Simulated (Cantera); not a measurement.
A perfectly stirred reactor is fed with C₂H₆ : N₂ = 1 : 130 (molar parts), at 390 Pa; it is held at 1648 K, and followed from long to short residence time.

Computed with Cantera and GRI-Mech 3.0 (53 species, 325 reactions). GRI-Mech 3.0 stops at C3 and has no aromatics, soot or wall deposition, so with more carbon than oxygen in the feed, carbon stays in small species such as C2H2 where larger ones or solid carbon would form. Radical loss at walls, strong at low pressure, is not modelled.

What does this change do: temperature 1648 to 1975 K?


```tsv
quantity	before	after
x(C₂H₆) at τ = 5.40 s	5.40e-6	3.93e-7
x(H) at τ = 5.40 s	0.000264	0.000557
x(HCN) at τ = 5.40 s	0.000206	0.00209
x(CH₃) at τ = 5.40 s	0.000148	0.000104
x(CH₄) at τ = 5.40 s	0.000386	0.000133
x(C₂H₆) at τ = 55.0 ms	0.000394	3.64e-5
x(H) at τ = 55.0 ms	0.000427	0.000826
x(HCN) at τ = 55.0 ms	2.40e-5	0.000240
x(CH₃) at τ = 55.0 ms	0.00145	0.00125
x(CH₄) at τ = 55.0 ms	0.00119	0.000802
```

What does this change do: pressure from 390 Pa to 100000 Pa?


```json
[
 {"quantity": "x(C₂H₆) at τ = 5.40 s", "before": "5.40e-6", "after": "4.50e-7"},
 {"quantity": "x(H) at τ = 5.40 s", "before": "0.000264", "after": "1.18e-5"},
 {"quantity": "x(HCN) at τ = 5.40 s", "before": "0.000206", "after": "1.06e-5"},
 {"quantity": "x(CH₃) at τ = 5.40 s", "before": "0.000148", "after": "1.31e-5"},
 {"quantity": "x(CH₄) at τ = 5.40 s", "before": "0.000386", "after": "0.000761"},
 {"quantity": "x(C₂H₆) at τ = 55.0 ms", "before": "0.000394", "after": "2.67e-5"},
 {"quantity": "x(H) at τ = 55.0 ms", "before": "0.000427", "after": "2.60e-5"},
 {"quantity": "x(HCN) at τ = 55.0 ms", "before": "2.40e-5", "after": "4.50e-6"},
 {"quantity": "x(CH₃) at τ = 55.0 ms", "before": "0.00145", "after": "9.51e-5"},
 {"quantity": "x(CH₄) at τ = 55.0 ms", "before": "0.00119", "after": "0.00212"}
]
```
